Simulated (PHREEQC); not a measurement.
# Leach liquor: an equilibrium model

Make-up at 35 °C: 0.0018 mol H2SO4, 0.0014 mol CuSO4 and 0.1 mol MnSO4 per kg of water. Closed to the air; pH follows from the charge balance.

All values are PHREEQC results (ion-association model, wateq4f.dat), not measurements.

No solid was allowed to form.

Q: What pH, ionic strength does the model give?

A: pH 3.01; ionic strength 0.209 mol/kgw.

Q: In which forms is S present?

A: SO4-2 50 %, MnSO4 47 %, HSO4- 2.3 %, CuSO4 0.7 % of the S.
